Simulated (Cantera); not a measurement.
Charge: 1 mol SiH₂Cl₂, 2.4 mol N₂, 2.7 mol H₂, equilibrated at 1748.15 K and 1.00 bar.

Method: chemical equilibrium by Gibbs-energy minimisation in Cantera with the NASA 1993 tables (ideal gas, pure condensed phases). Candidate condensed phases: NH₄Cl, Si, Si₃N₄; 28 gas species. The tables' values for SiCl₃ are old estimates; treat these amounts as uncertain. The numbers say what is thermodynamically allowed, not how fast it happens.

Base state: H₂ 0.448, N₂ 0.286, HCl 0.235, SiCl₂ 0.0226, SiCl₃ 0.00506, SiCl₄ 0.00202, SiHCl₃ 0.000849, H 0.000153 (mole fractions); condensed: Si₃N₄(s).

Q: What changes in the equilibrium state with this change: H₂ from 2.7 to 81 mol?

A: 
```
species          before     after
-------------  --------  --------
H₂                0.448     0.956
HCl               0.235    0.0224
N₂                0.286    0.0208
SiCl₂            0.0226  0.000553
SiCl₄           0.00202   2.12e-7
SiCl₃           0.00506   8.10e-6
SiHCl₃         0.000849   1.99e-6
SiH₂Cl₂         6.33e-5   3.31e-6
Cl              6.20e-5   4.05e-6
Si₃N₄(s), mol     0.267     0.317
```

Q: What changes in the equilibrium state with this change: N₂ from 2.4 to 14 mol?

A: 
```tsv
species	before	after
N₂	0.286	0.741
H₂	0.448	0.157
HCl	0.235	0.0954
SiCl₂	0.0226	0.00563
SiH₂Cl₂	6.33e-5	5.52e-6
SiHCl₃	0.000849	8.59e-5
Si₃N₄(s), mol	0.267	0.292
```

Q: What changes in the equilibrium state with this change: temperature from 1748.15 K to 1300 K?

A: 
```tsv
species	before	after
H₂	0.448	0.439
N₂	0.286	0.277
HCl	0.235	0.275
SiCl₂	0.0226	6.78e-5
SiCl₄	0.00202	0.00852
H	0.000153	7.33e-7
Cl	6.20e-5	3.87e-7
Si₃N₄(s), mol	0.267	0.313
```
N₂ is the only nitrogen source here; it is nearly inert below about 1500 K, so the nitride shown seldom forms there in practice.
